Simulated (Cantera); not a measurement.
What does this Cantera script print?

```python
import numpy as np
import cantera as ct

surf = ct.Interface("diamond.yaml", "diamond_100")
gas, bulk = surf.adjacent["gas"], surf.adjacent["diamond"]
k = surf.kinetics_species_index(bulk.species_names[0])
cover = ["c6HH", "c6H*", "c6*H", "c6**", "c6HM", "c6B"]

rows, drift = [], 0.0
print(f"{'xH':>10s}{'um/h':>11s}" + "".join(f"{s:>11s}" for s in cover))
for v in [0.0001, 0.00023, 0.00052, 0.0012, 0.0028, 0.0063, 0.014, 0.033, 0.076]:
    T, P, xH, xCH3 = 1073, 6900, v, 2.7e-05
    gas.TPX = T, P, {"H": xH, "CH3": xCH3, "CH4": 0.014, "H2": 1 - xH - xCH3 - 0.014}
    surf.TP = bulk.TP = T, P
    surf.coverages = "c6H*:0.1, c6HH:0.9"
    surf.advance_coverages(100.0)
    before = surf.coverages
    surf.advance_coverages(100.0)
    drift = max(drift, np.max(np.abs(surf.coverages - before) / (surf.coverages + 1e-9)))
    rate = surf.net_production_rates[k] * bulk.mean_molecular_weight / bulk.density * 3.6e9
    rows.append([rate, *surf[cover].coverages])
    print(f"{v:10.4g}{rate:11.4e}" + "".join(f"{x:11.3e}" for x in rows[-1][1:]))
```

Result:

```
        xH       um/h       c6HH       c6H*       c6*H       c6**       c6HM        c6B
    0.0001 1.1762e-01  5.986e-01  2.137e-02  3.613e-01  5.502e-03  8.646e-03  3.192e-10
   0.00023 2.6805e-01  5.611e-01  2.326e-02  3.931e-01  9.000e-03  8.940e-03  7.274e-10
   0.00052 5.0511e-01  5.434e-01  2.420e-02  4.089e-01  1.194e-02  7.695e-03  1.371e-09
    0.0012 7.9365e-01  5.360e-01  2.471e-02  4.174e-01  1.392e-02  5.342e-03  2.154e-09
    0.0028 1.0415e+00  5.336e-01  2.500e-02  4.219e-01  1.500e-02  3.034e-03  2.826e-09
    0.0063 1.1935e+00  5.329e-01  2.519e-02  4.241e-01  1.551e-02  1.552e-03  3.239e-09
     0.014 1.2752e+00  5.327e-01  2.537e-02  4.250e-01  1.577e-02  7.477e-04  3.460e-09
     0.033 1.3192e+00  5.326e-01  2.568e-02  4.253e-01  1.593e-02  3.284e-04  3.580e-09
     0.076 1.3427e+00  5.325e-01  2.633e-02  4.248e-01  1.610e-02  1.451e-04  3.643e-09
```

Model: the Harris–Goodwin 1993 mechanism for the reconstructed diamond (100) surface, integrated in Cantera.
